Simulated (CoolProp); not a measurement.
Saturation properties of water (Tc = 647.1 K, pc = 22.06 MPa, ω = 0.344).

Computed with CoolProp (reference Helmholtz-energy equation of state, Wagner 2002).

```tsv
T (K)	p (MPa)	vapour density (kg/m³)	liquid cp (kJ/(kg K))	surface tension (mN/m)
384.6	0.1505	0.8653	4.230	56.7
411.5	0.3450	1.882	4.279	51.1
438.4	0.7053	3.692	4.352	45.3
465.3	1.315	6.690	4.457	39.3
492.2	2.278	11.41	4.608	33.1
519.1	3.711	18.60	4.828	26.8
546	5.753	29.44	5.167	20.5
572.9	8.558	45.98	5.743	14.3
599.8	12.31	72.59	6.939	8.34
626.7	17.26	122.9	11.28	3.00
```

It boils at 373.1 K under 1 atm.

Surface tension comes from a separate correlation (Mulero 2012).
